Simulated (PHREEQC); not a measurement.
2.1 g of hydrous ferric oxide (600 m²/g; 0.2 weak and 0.005 strong sites per Fe, Dzombak-Morel constants, diffuse double layer) in 1 kg of water with 0.001 mol/kgw of an inert sodium salt and 3.6 mmol/kgw Na2SO4 and 0.015 mmol/kgw NaH2PO4, at 25 °C; the pH is set by adding NaOH or the inert anion's acid. Oxygen alone is held at its pressure in air (log pO2 = -0.68). The system is closed to CO2. Precipitation was switched off in this run.

Equilibrium calculation in PHREEQC: ion-association model, wateq4f.dat.

| pH | S sorbed (%) | P sorbed (%) | surface charge σ (C/m²) | surface potential ψ (mV) |
|---|---|---|---|---|
| 4 | 61.8 | 99.9 | 0.023 | 74 |
| 4.5 | 60.2 | 99.9 | 0.022 | 73 |
| 5 | 56.5 | 100.0 | 0.021 | 70 |
| 5.5 | 49.5 | 100.0 | 0.019 | 64 |
| 6 | 39.6 | 100.0 | 0.016 | 56 |
| 6.5 | 28.1 | 100.0 | 0.012 | 46 |
| 7 | 16.8 | 100.0 | 0.009 | 35 |
| 7.5 | 7.4 | 100.0 | 0.005 | 22 |
| 8 | 1.8 | 99.9 | 0.001 | 3 |
| 8.5 | 0.3 | 99.2 | -0.006 | -22 |
| 9 | 0.0 | 94.0 | -0.014 | -49 |
| 9.5 | 0.0 | 66.9 | -0.026 | -75 |
| 10 | 0.0 | 22.3 | -0.043 | -99 |
| 10.5 | 0.0 | 4.3 | -0.069 | -121 |
| 11 | 0.0 | 0.8 | -0.106 | -141 |
| 11.5 | 0.0 | 0.1 | -0.159 | -157 |
| 12 | 0.0 | 0.0 | -0.235 | -167 |

Species that the database lacks are ignored. H3PO4, which wateq4f.dat lacks, is added to it with the constant of phreeqc.dat.
